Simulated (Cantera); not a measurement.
A Cantera script and what it prints.

```python
import numpy as np
import cantera as ct

gas_names = [...]  # 95 gases of nasa_gas.yaml made of C, F, H
cond_names = """
    C(gr) C6H6(L) C7H8(L) C8H18(L),n-octa
""".split()


# ... load() reads the species with a 1 bar reference pressure and builds the phases ...
atoms = {
    'C2F6': {'C': 2, 'F': 6},
    'H2': {'H': 2},
}
top_T = {'C(gr)': 4500}  # K; cautious upper limits of use, not melting points


# ... equilibrate(T, P, feed) seeds the gas with the atoms and calls Mixture.equilibrate('TP', solver="vcs", rtol=1e-11, max_steps=5000) ...
results = []
feed = {'C2F6': 1, 'H2': 3.6}  # mol
P = 100000  # Pa
for T in [1000, 1200, 1400, 1600, 1800, 2000, 2200, 2400, 2600, 2800, 3000, 3200]:
    mix = equilibrate(T, P, feed)
    results.append((T, P, feed, dict(zip(mix.species_names, mix.species_moles))))

top = {s: max(r[3][s] / sum(r[3][g] for g in gas_names) for r in results) for s in gas_names}
cols = sorted((s for s in top if top[s] > 0.001), key=lambda s: -top[s])[:6]
seen = [c for c in cond_names if any(r[3].get(c, 0) > 1e-12 for r in results)]
print("log10 of partial pressures in bar; condensed amounts in mol")
print(f"{'T/K':>10s}" + "".join(f"{s[:9]:>10s}" for s in cols + seen))
for T, P, feed, n in results:
    ng = sum(n[g] for g in gas_names)
    print(f"{T:10.4g}" + "".join(f"{np.log10(max(n[s] / ng * P / 1e5, 1e-99)):10.3f}" for s in cols)
          + "".join(f"{n.get(c, 0):10.4g}" for c in seen))
```

Result:

```
log10 of partial pressures in bar; condensed amounts in mol
       T/K        HF        H2         H         F C2H2,acet        C3     C(gr)
      1000    -0.041    -1.048    -9.168   -15.069    -9.991   -32.260     1.995
      1200    -0.041    -1.043    -7.226   -11.960    -8.031   -24.982     1.999
      1400    -0.041    -1.042    -5.834    -9.730    -6.640   -19.803         2
      1600    -0.041    -1.042    -4.785    -8.053    -5.602   -15.935         2
      1800    -0.041    -1.042    -3.967    -6.744    -4.798   -12.941         2
      2000    -0.042    -1.043    -3.310    -5.695    -4.158   -10.557     1.999
      2200    -0.042    -1.047    -2.773    -4.833    -3.638    -8.617     1.997
      2400    -0.042    -1.057    -2.327    -4.110    -3.213    -7.008     1.992
      2600    -0.044    -1.078    -1.955    -3.492    -2.868    -5.655     1.981
      2800    -0.047    -1.116    -1.645    -2.953    -2.593    -4.501     1.962
      3000    -0.053    -1.180    -1.392    -2.473    -2.386    -3.506     1.924
      3200    -0.065    -1.273    -1.188    -2.041    -2.243    -2.640     1.823
```

Equilibrium computed with Cantera from the NASA thermochemical tables; the gas is ideal and each condensed phase is pure. The feed counts by its element totals alone.
